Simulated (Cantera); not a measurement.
Source: NASA polynomial tables (part measured, part estimated), evaluated in Cantera. Values are per mole of reaction as written; species without (g) are pure solids or liquids, kept so even where they would boil at 1 bar. VN: taken at fixed stoichiometry.

2 V2O5 + 4 NO2(g) → 9 O2(g) + 4 VN

| T (K) | ΔH° (kJ) | ΔS° (J/K) | ΔG° (kJ) | log10 K | condensed phases |
|---|---|---|---|---|---|
| 300 | [?] | [?] | [?] | [?] | V2O5(s), VN(s) |
| 650 | 2086.5 | 755.4 | 1595.5 | -128.21 | V2O5(s), VN(s) |
| 700 | 2084.3 | 752.2 | 1557.8 | -116.24 | V2O5(s), VN(s) |
| 750 | 2082.0 | 749.0 | 1520.2 | -105.88 | V2O5(s), VN(s) |
| 800 | 2079.7 | 746.0 | 1482.9 | -96.82 | V2O5(s), VN(s) |
| 850 | 2077.3 | 743.1 | 1445.7 | -88.84 | V2O5(s), VN(s) |
| 900 | 2074.8 | 740.3 | 1408.6 | -81.75 | V2O5(s), VN(s) |
| 950 | 1943.2 | 600.7 | 1372.6 | -75.47 | V2O5(l), VN(s) |
| 1000 | 1939.9 | 597.3 | 1342.6 | -70.13 | V2O5(l), VN(s) |
| 1050 | [?] | [?] | [?] | [?] | V2O5(l), VN(s) |
| 1100 | [?] | [?] | [?] | [?] | V2O5(l), VN(s) |

Problem. What belongs in the gaps?

Solution. 
- 300, ΔH° (kJ): 2095.8
- 300, ΔS° (J/K): 773.7
- 300, ΔG° (kJ): 1863.8
- 300, log10 K: -324.50
- 1050, ΔH° (kJ): 1936.7
- 1050, ΔS° (J/K): 594.2
- 1050, ΔG° (kJ): 1312.8
- 1050, log10 K: -65.31
- 1100, ΔH° (kJ): 1933.6
- 1100, ΔS° (J/K): 591.3
- 1100, ΔG° (kJ): 1283.2
- 1100, log10 K: -60.93
